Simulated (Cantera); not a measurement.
Mixture: 16.9 % H2, 15.9 % O2, 59.8 % N2, 7.42 % CO2, at 1.00 bar, adiabatic and at constant pressure. Ignition delay is the time to a rise of 400 K.

Detailed kinetics in Cantera: GRI-Mech 3.0 (53 species, 325 reactions). Below about 950 K walls govern HO2 and H2O2 in real vessels. Where the delays flatten at high temperature, the 400 K rule measures the pace of heat release, not the induction time.

**Question.** Predict: delay at 875 K; delay at 1075 K; delay at 1275 K; delay at 1475 K.

**Answer.** 
```
Property           Result
---------------  --------
delay at 875 K     1.03 s
delay at 1075 K  0.129 ms
delay at 1275 K   42.8 µs
delay at 1475 K   30.8 µs
```
